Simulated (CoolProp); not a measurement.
Values from CoolProp's reference Helmholtz-energy equation of state, Thol 2019.

**Question.** For tetradecamethylhexasiloxane (MD4M), give the phase and the density (kg/m³), speed of sound (m/s), fugacity coefficient at 64.05 °C and 4.55 bar; 131.65 °C and 3.64 bar; 283.35 °C and 2.21 bar.

**Answer.** 
- 64.05 °C and 4.55 bar: liquid; density 850, speed of sound 837, fugacity coefficient 6.34e-5
- 131.65 °C and 3.64 bar: liquid; density 783, speed of sound 655, fugacity coefficient 0.00476
- 283.35 °C and 2.21 bar: liquid; density 606, speed of sound 289, fugacity coefficient 0.644
